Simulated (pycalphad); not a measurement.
**Phase fractions of Mg-7.933Si-22.54Al (wt.%)**

Computed with pycalphad from the COST 507 light-alloy database (1999), at 1 atm. The database dates from 1999; later assessments differ in places, in temperatures and in the compounds included. Phase fractions are per mole of atoms. Kinetics are ignored, which matters at the lower temperatures.

| T (°C) | LIQUID | MG2SI | HCP_A3 | ALMG_GAMMA |
|---|---|---|---|---|
| 817 | 1.000 | - | - | - |
| 737 | 0.910 | 0.090 | - | - |
| 657 | 0.844 | 0.156 | - | - |
| 577 | 0.810 | 0.190 | - | - |
| 497 | 0.794 | 0.206 | - | - |
| 417 | - | 0.213 | 0.360 | 0.427 |
| 337 | - | 0.213 | 0.331 | 0.456 |
| 257 | - | 0.213 | 0.309 | 0.478 |
| 177 | - | 0.213 | 0.295 | 0.492 |
| 97 | - | 0.213 | 0.286 | 0.501 |

Database names, with the compositions (at.%) that they take in these runs: MG2SI: Mg 67 Si 33; ALMG_GAMMA: Mg 59 Al 40. HCP_A3 is hcp.
